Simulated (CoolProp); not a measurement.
Vapour pressure (MPa) of water: the reference equation beside estimates from Tc = 373.9 °C, pc = 22.06 MPa, ω = 0.344. Clausius-Clapeyron is anchored at 198.05 °C with a constant enthalpy of vaporisation of 35.08 kJ/mol.

Model: reference Helmholtz-energy equation of state, Wagner 2002, in CoolProp.

```tsv
T (°C)	reference	Lee-Kesler	Clausius-Clapeyron	van der Waals	Peng-Robinson
57.85	0.01804	0.01461	0.03363	0.7142	0.01626
81.15	0.04967	0.04292	0.07777	1.106	0.04623
104.55	0.1190	0.1083	0.1626	1.632	0.1136
127.95	0.2541	0.2407	0.3121	2.307	0.2471
151.35	0.4936	0.4818	0.5573	3.149	0.4867
174.65	0.8853	0.8822	0.9348	4.170	0.8817
198.05	1.493	1.507	1.493	5.393	1.497
221.45	2.385	2.426	2.280	6.827	2.404
244.85	3.642	3.714	3.352	8.483	3.685
268.15	5.345	5.446	4.759	10.36	5.420
291.55	7.611	7.731	6.574	12.50	7.726
314.95	10.55	10.67	8.850	14.88	10.71
338.35	14.30	14.41	11.65	17.53	14.48
```

Absolute difference from the reference over all 13 rows, mean and median: Lee-Kesler 4.6 and 1.9 %, Clausius-Clapeyron 22.5 and 13.6 %, van der Waals 752.0 and 261.2 %, Peng-Robinson 2.6 and 1.4 %.
